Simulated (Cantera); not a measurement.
## Equilibrium for silicon etching in halogen gases: Si + F2 + H2

Feed: 1 mol Si, 2.7 mol F2, 0.36 mol H2, held at 1548 K and 0.00133 bar.

Method: chemical equilibrium by Gibbs-energy minimisation in Cantera with the NASA 1993 tables (ideal gas, pure condensed phases). Candidate condensed phases: Si; 25 gas species. Rates play no part.

```json
{
  "x(SiF4)": "0.417",
  "x(HF)": "0.300",
  "x(F)": "0.283",
  "x(F2)": "9.50e-6",
  "gas_amount": "2.400 mol",
  "log10 activity of Si(s) (absent)": "-34.45"
}
```
